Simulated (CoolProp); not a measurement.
Model: reference Helmholtz-energy equation of state, Guder 2009, in CoolProp.

### Question
For sulfur hexafluoride, give the phase and the viscosity (µPa s), conductivity (mW/(m K)) at 443.9 K and 3.54 bar; 494.5 K and 3.54 bar.

### Answer
- 443.9 K and 3.54 bar: gas; viscosity 21.6, conductivity 24.0
- 494.5 K and 3.54 bar: gas; viscosity 23.7, conductivity 27.6

Viscosity comes from a separate model (Quiñones-Cisneros 2012). Thermal conductivity comes from a separate model (Assael 2012).
